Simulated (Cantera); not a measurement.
An isothermal, constant-pressure homogeneous reactor starts with NO : N₂ = 1 : 3.8 (molar parts), at 1725 K and 0.490 bar. Integrator tolerance rtol = 1e-08.

Detailed kinetics in Cantera: GRI-Mech 3.0 (53 species, 325 reactions).

```tsv
quantity	before	after
x(NO) at 100 s	0.0418 (gas-phase equilibrium 0.00239)	0.107 (gas-phase equilibrium 0.00162)
x(O) at 100 s	2.42e-5 (gas-phase equilibrium 2.68e-5)	6.36e-6 (gas-phase equilibrium 9.00e-6)
x(N₂O) at 100 s	7.47e-7 (gas-phase equilibrium 1.04e-7)	4.15e-6 (gas-phase equilibrium 7.15e-8)
x(NO₂) at 100 s	5.44e-5 (gas-phase equilibrium 3.45e-6)	0.000139 (gas-phase equilibrium 2.98e-6)
x(O₂) at 100 s	0.0832 (gas-phase equilibrium 0.103)	0.0504 (gas-phase equilibrium 0.103)
```

### Question
Name the change that produced these shifts.
(A) temperature 1725 to 1475 K
(B) pressure from 0.490 bar to 100.0 Torr
(C) N2 3.8 to 0.71 parts
(D) temperature 1725 to 1625 K

### Answer
D, temperature 1725 to 1625 K
